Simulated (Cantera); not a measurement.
Input: 1 mol SiCl4, 1.5 mol H2O, 77 mol H2, equilibrated at 0.0560 bar.

These are equilibrium values from Cantera (NASA tables, ideal gas, pure condensed phases), not measurements of a reactor. Candidate condensed phases: H2O, Si, SiO2; 30 gas species. The tables hold silica as quartz up to 1696 K and as liquid above; real silica turns to tridymite and cristobalite and melts near 1996 K. Rates play no part.

**Question.** What share of the Si ends up in condensed phases as a function of T (K), at 1025, 1075, 1125, 1175, 1225, 1275, 1325, 1375, 1425?

**Answer.** 
| T (K) | Si condensed (%) | as |
|---|---|---|
| 1025 | 75.0 | SiO2(β-quartz) |
| 1075 | 75.0 | SiO2(β-quartz) |
| 1125 | 75.0 | SiO2(β-quartz) |
| 1175 | 75.0 | SiO2(β-quartz) |
| 1225 | 75.0 | SiO2(β-quartz) |
| 1275 | 74.8 | SiO2(β-quartz) |
| 1325 | 74.3 | SiO2(β-quartz) |
| 1375 | 72.9 | SiO2(β-quartz) |
| 1425 | 69.7 | SiO2(β-quartz) |
